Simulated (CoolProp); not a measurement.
Properties of carbonyl sulfide along the isobar 0.101 MPa.

Model: reference Helmholtz-energy equation of state, Lemmon 2006, in CoolProp. It is a short technical equation, of lower accuracy than the large ones.

| T (K) | phase | cp (kJ/(kg K)) | speed of sound (m/s) | isothermal compressibility (1/MPa) |
|---|---|---|---|---|
| 339.9 | gas | 0.7302 | 240.0 | 9.975 |
| 353.9 | gas | 0.7394 | ___ | 9.967 |
| 367.8 | gas | ___ | 249.2 | 9.959 |
| 381.8 | gas | ___ | 253.6 | 9.953 |
| 395.7 | gas | 0.7646 | 258.0 | 9.947 |
| 409.7 | gas | 0.7723 | 262.3 | 9.943 |
| 423.6 | gas | ___ | 266.4 | 9.938 |
| 437.6 | gas | 0.7869 | 270.6 | 9.935 |
| 451.5 | gas | 0.7938 | 274.7 | 9.931 |
| 465.5 | gas | 0.8004 | 278.7 | 9.929 |
| 479.4 | gas | 0.8068 | ___ | 9.926 |
| 493.4 | gas | 0.8130 | 286.5 | 9.924 |
| 507.3 | gas | 0.8189 | 290.4 | 9.922 |
| 521.3 | gas | 0.8247 | ___ | 9.920 |

**Question.** Complete the blanks.

**Answer.** 
- 353.9, speed of sound (m/s): 244.6
- 367.8, cp (kJ/(kg K)): 0.7481
- 381.8, cp (kJ/(kg K)): 0.7565
- 423.6, cp (kJ/(kg K)): 0.7798
- 479.4, speed of sound (m/s): 282.6
- 521.3, speed of sound (m/s): 294.2
